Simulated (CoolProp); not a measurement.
Vapour-liquid equilibrium of CH2F2 (R32) (1) + R1234yf (2) at 228.5 K; x and y are mole fractions of (1).

The numbers come from the multi-fluid Helmholtz-energy mixture model, Tillner-Roth 1997 and Lemmon 2022; pair parameters Bell 2023 in CoolProp.

| x | bubble pressure (kPa) | y at the bubble point | dew pressure at overall composition x (kPa) | liquid density (mol/L) |
|---|---|---|---|---|
| 0.05 | 58.40 | 0.193 | 51.39 | 11.72 |
| 0.15 | 75.30 | 0.432 | 56.10 | 12.33 |
| 0.25 | 89.95 | … | 61.72 | 13.01 |
| 0.35 | 102.1 | 0.661 | 68.54 | 13.78 |
| 0.45 | 112.0 | 0.724 | 76.94 | 14.67 |
| 0.55 | 120.1 | 0.774 | 87.42 | … |
| 0.65 | 126.7 | 0.816 | 100.5 | 16.86 |
| 0.75 | 132.4 | … | … | 18.24 |
| 0.85 | 137.3 | 0.904 | 131.4 | 19.87 |
| 0.95 | 141.4 | 0.962 | 140.7 | 21.82 |

Task: Complete the blanks.

Result: 
- 0.25, y at the bubble point: 0.571
- 0.55, liquid density (mol/L): 15.68
- 0.75, y at the bubble point: 0.858
- 0.75, dew pressure at overall composition x (kPa): 116.2

No azeotrope shows between x = 0.05 and 0.95.

The pair parameters rest on a limited set of measurements; away from them the model extrapolates.
